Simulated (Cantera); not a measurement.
A Cantera script and what it prints.

```python
import numpy as np
import cantera as ct

gas_names = """
    C CH CH2 CH3 CH4 C2 C2H C2H2,acetylene C2H2,vinylidene C2H3,vinyl C2H4 C2H5 C2H6 C3 C3H3,propargyl
    C3H4,allene C3H4,propyne C3H4,cyclo- C3H5,allyl C3H6,propylene C3H6,cyclo- C3H7,n-propyl
    C3H7,i-propyl C3H8 C4 C4H2 C4H4,1,3-cyclo- C4H6,butadiene C4H6,2-butyne C4H6,cyclo- C4H8,1-butene
    C4H8,cis2-buten C4H8,tr2-butene C4H8,isobutene C4H8,cyclo- C4H9,n-butyl C4H9,i-butyl C4H9,s-butyl
    C4H9,t-butyl C4H10,isobutane C4H10,n-butane C5 C5H6,1,3cyclo- C5H8,cyclo- C5H10,1-pentene
    C5H10,cyclo- C5H11,pentyl C5H11,t-pentyl C5H12,n-pentane C5H12,i-pentane CH3C(CH3)2CH3 C6H2
    C6H5,phenyl C6H6 C6H10,cyclo- C6H12,1-hexene C6H12,cyclo- C6H13,n-hexyl C7H7,benzyl C7H8
    C7H14,1-heptene C7H15,n-heptyl C7H16,n-heptane C8H8,styrene C8H10,ethylbenz C8H16,1-octene
    C8H17,n-octyl C8H18,isooctane C8H18,n-octane C9H19,n-nonyl C10H8,naphthale C10H21,n-decyl
    C12H9,o-bipheny C12H10,bipheny H H2 Si SiC SiC2 SiC4H12 SiH SiH2 SiH3 SiH4 Si2 Si2C Si3
""".split()
cond_names = """
    C(gr) C6H6(L) C7H8(L) C8H18(L),n-octa Si(cr) Si(L) SiC(b)
""".split()


def load(file, names, dense=False):
    # The tables refer to 1 bar. Condensed volumes are neglected.
    table = {s.name: s for s in ct.Species.list_from_file(file)}
    out = []
    for n in names:
        d = dict(table[n].input_data)
        d["thermo"] = dict(d["thermo"], **{"reference-pressure": 1e5})
        if dense:
            d["equation-of-state"] = {"model": "constant-volume", "density": "1e6 g/cm^3"}
        out.append(ct.Species.from_dict(d))
    return out


gas = ct.Solution(thermo="ideal-gas", species=load("nasa_gas.yaml", gas_names))
cond = {s.name: ct.Solution(thermo="fixed-stoichiometry", species=[s], name=s.name)
        for s in load("nasa_condensed.yaml", cond_names, dense=True)}
atoms = {
    'SiC': {'Si': 1, 'C': 1},
    'C': {'C': 1},
    'H2': {'H': 2},
}
top_T = {'C(gr)': 4500, 'SiC(b)': 3050}  # K; cautious upper limits of use, not melting points


def equilibrate(T, P, feed):
    n = {}
    for name, mol in feed.items():
        for a, k in atoms[name].items():
            n[a] = n.get(a, 0.0) + k * mol
    gas.TPX = T, P, n
    mass = sum(n.values()) * gas.mean_molecular_weight
    gas.equilibrate("TP")
    valid = [c for c in cond.values() if c.min_temp <= T <= top_T.get(c.name, c.max_temp)]
    mix = ct.Mixture([(gas, mass / gas.mean_molecular_weight)] + [(c, 0.0) for c in valid])
    mix.T, mix.P = T, P
    mix.equilibrate("TP", solver="vcs", rtol=1e-11, max_steps=5000)
    return mix


results = []
feed = {'SiC': 1, 'C': 0.02, 'H2': 7.9}  # mol
P = 2.1  # Pa
for T in [2048, 2123, 2198, 2273, 2348, 2423, 2498, 2573, 2648]:
    mix = equilibrate(T, P, feed)
    results.append((T, P, feed, dict(zip(mix.species_names, mix.species_moles))))

top = {s: max(r[3][s] / sum(r[3][g] for g in gas_names) for r in results) for s in gas_names}
cols = sorted((s for s in top if top[s] > 0.0001), key=lambda s: -top[s])[:6]
seen = [c for c in cond_names if any(r[3].get(c, 0) > 1e-12 for r in results)]
print("log10 of partial pressures in bar; condensed amounts in mol")
print(f"{'T/K':>10s}" + "".join(f"{s[:9]:>10s}" for s in cols + seen))
for T, P, feed, n in results:
    ng = sum(n[g] for g in gas_names)
    print(f"{T:10.4g}" + "".join(f"{np.log10(max(n[s] / ng * P / 1e5, 1e-99)):10.3f}" for s in cols)
          + "".join(f"{n.get(c, 0):10.4g}" for c in seen))
```

Output:

```
log10 of partial pressures in bar; condensed amounts in mol
       T/K         H        H2        Si         C        C3      SiC2     C(gr)
      2048    -5.120    -4.940    -5.746   -10.078   -10.056    -7.034    0.9004
      2123    -4.976    -5.062    -5.787    -9.433    -9.320    -6.937    0.8664
      2198    -4.870    -5.231    -5.837    -8.832    -8.635    -6.858     0.819
      2273    -4.798    -5.445    -5.887    -8.270    -7.996    -6.788    0.7487
      2348    -4.756    -5.695    -5.930    -7.745    -7.399    -6.720     0.611
      2423    -4.735    -5.968    -5.967    -7.253    -6.841    -6.653    0.2551
      2498    -4.727    -6.247    -5.965    -6.891    -6.619    -6.755         0
      2573    -4.723    -6.517    -5.946    -6.622    -6.625    -6.977         0
      2648    -4.722    -6.780    -5.935    -6.390    -6.696    -7.237         0
```

Equilibrium computed with Cantera from the NASA thermochemical tables; the gas is ideal and each condensed phase is pure.
